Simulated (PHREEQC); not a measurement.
**Brine**

Solution (20 °C): 2.1 mol MgSO4, 0.064 mol KCl and 0.00011 mol H4SiO4 per kg of water. Closed to the air; pH follows from the charge balance.

The numbers come from PHREEQC with the Pitzer model, pitzer.dat.

No solid was allowed to form.

Problem. Predict the pH, activity of water.

Solution. pH 6.11; activity of water 0.946.

Species that the database lacks are ignored. In brines, pH and single-ion activities rest on the MacInnes convention.
